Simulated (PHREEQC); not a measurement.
# Brine (model solution)

Solution (25 °C): 3.6 mol CaCl2, 0.018 mol H3BO3 and 1.9 mol KBr per kg of water. It is in equilibrium with CO2 at log p = 0 (atm). Otherwise closed; pH follows from the charge balance.

All values are PHREEQC results (Pitzer model, pitzer.dat), not measurements.

This is a speciation only: nothing precipitates in the calculation.

Question: What pH, density, activity of water does the model give?

Answer: pH 3.10; density 1.367 g/cm³; activity of water 0.603.

Examples of supersaturated solids here: Sylvite. Others may be too. In brines, pH and single-ion activities rest on the MacInnes convention.
